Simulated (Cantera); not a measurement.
Standard-state values (1 bar) from the NASA 1993 polynomials, evaluated with Cantera. Values are per mole of reaction as written; species without (g) are pure solids or liquids, kept so even where they would boil at 1 bar.

6 SiCl₂(g) + 2 N₂(g) ⇌ 3 SiCl₄(g) + Si₃N₄, with ΔH° = -1721.3 kJ and ΔS° = -965.3 J/K at 300 K.

**Question.** How far is the shortcut ΔG° ≈ ΔH°(300 K) − T·ΔS°(300 K) from the full temperature-dependent value at 375, 525, 675, 825, 975, 1125, 1275, 1425, 1575, 1725, 1875 K?

**Answer.** 
```tsv
T (K)	shortcut (kJ)	full (kJ)	difference (kJ)	difference in log10 K
375	-1359.3	-1359.4	0.1	-0.01
525	-1214.5	-1215.5	1.0	-0.10
675	-1069.7	-1073.0	3.3	-0.26
825	-924.9	-932.1	7.2	-0.45
975	-780.1	-792.7	12.6	-0.67
1125	-635.3	-654.8	19.5	-0.90
1275	-490.5	-518.4	27.8	-1.14
1425	-345.7	-383.3	37.6	-1.38
1575	-200.9	-249.5	48.6	-1.61
1725	-56.1	-116.9	60.8	-1.84
1875	88.7	14.6	74.1	-2.06
```
The shortcut ignores the heat-capacity change of the reaction.
